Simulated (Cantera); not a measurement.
A Cantera script and what it prints.

```python
import numpy as np
import cantera as ct

gas_names = [...]  # 110 gases of nasa_gas.yaml made of C, F, H
cond_names = """
    C(gr) C6H6(L) C7H8(L) C8H18(L),n-octa
""".split()


# ... load() reads the species with a 1 bar reference pressure and builds the phases ...
atoms = {
    'c-C4F8': {'C': 4, 'F': 8},
    'F2': {'F': 2},
    'H2': {'H': 2},
}
top_T = {'C(gr)': 4500}  # K; cautious upper limits of use, not melting points


# ... equilibrate(T, P, feed) seeds the gas with the atoms and calls Mixture.equilibrate('TP', solver="vcs", rtol=1e-11, max_steps=5000) ...
results = []
feed = {'c-C4F8': 1, 'F2': 0.54, 'H2': 12}  # mol
P = 98  # Pa
for T in [2500, 3000, 3500, 4000, 4500, 5000]:
    mix = equilibrate(T, P, feed)
    results.append((T, P, feed, dict(zip(mix.species_names, mix.species_moles))))

top = {s: max(r[3][s] / sum(r[3][g] for g in gas_names) for r in results) for s in gas_names}
cols = sorted((s for s in top if top[s] > 1e-05), key=lambda s: -top[s])[:7]
seen = [c for c in cond_names if any(r[3].get(c, 0) > 1e-12 for r in results)]
print("log10 of partial pressures in bar; condensed amounts in mol")
print(f"{'T/K':>10s}" + "".join(f"{s[:9]:>10s}" for s in cols + seen))
for T, P, feed, n in results:
    ng = sum(n[g] for g in gas_names)
    print(f"{T:10.4g}" + "".join(f"{np.log10(max(n[s] / ng * P / 1e5, 1e-99)):10.3f}" for s in cols)
          + "".join(f"{n.get(c, 0):10.4g}" for c in seen))
```

Output:

```
log10 of partial pressures in bar; condensed amounts in mol
       T/K         H        HF         F        H2         C        C3        C2     C(gr)
      2500    -3.461    -3.356    -5.774    -3.723    -6.779    -6.304    -7.339     3.867
      3000    -3.239    -3.596    -4.169    -4.875    -4.623    -4.488    -5.154         0
      3500    -3.202    -4.536    -3.661    -5.947    -4.011    -5.985    -5.452         0
      4000    -3.198    -5.611    -3.623    -6.801    -3.978    -8.390    -6.529         0
      4500    -3.198    -6.479    -3.620    -7.473    -3.977   -10.336    -7.417         0
      5000    -3.198    -7.179    -3.620    -8.013    -3.979   -11.901    -8.133         0
```

Method: chemical equilibrium by Gibbs-energy minimisation in Cantera with the NASA 1993 tables (ideal gas, pure condensed phases). The feed counts by its element totals alone.
